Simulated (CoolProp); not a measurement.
Vapour-liquid equilibrium of R125 (1) + R143a (2) at 2.95 bar; x and y are mole fractions of (1).

Model: multi-fluid Helmholtz-energy mixture model, Lemmon 2005 and Lemmon and Jacobsen 2000; pair parameters Lemmon 2004, in CoolProp.

```tsv
x	bubble temperature, mixture model (K)	bubble temperature, Raoult's law (K)	y, mixture model	y, Raoult's law
0.05	251.4	251.3	0.048	0.053
0.15	251.5	251.1	0.147	0.159
0.25	251.5	250.9	0.250	0.263
0.35	251.5	250.7	0.355	0.365
0.45	251.4	250.5	0.461	0.466
0.55	251.2	250.4	0.567	0.566
0.65	251.0	250.2	0.671	0.665
0.75	250.7	250.0	0.771	0.762
0.85	250.3	249.9	0.867	0.858
0.95	249.9	249.7	0.957	0.953
```

The largest gap from Raoult's law is +0.9 K in bubble temperature, at x = 0.45. y crosses x between x = 0.15 and 0.25: the model has an azeotrope there.

The pair parameters rest on a limited set of measurements; away from them the model extrapolates.
